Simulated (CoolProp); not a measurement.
Vapour-liquid equilibrium of R125 (1) + propylene (2) at 297.4 K; x and y are mole fractions of (1).

Model: multi-fluid Helmholtz-energy mixture model, Lemmon 2005 and Lemmon 2013; pair parameters Bell 2016, in CoolProp.

### Question
Give the bubble pressure and the first vapour's composition at x = 0.275, 0.35, 0.725. Is there an azeotrope?

### Answer
x = 0.275: 1.455 MPa, y = 0.365; x = 0.35: 1.497 MPa, y = 0.423; x = 0.725: 1.535 MPa, y = 0.693. y crosses x between x = 0.575 and 0.65: the model has an azeotrope there.

The pair parameters rest on a limited set of measurements; away from them the model extrapolates.
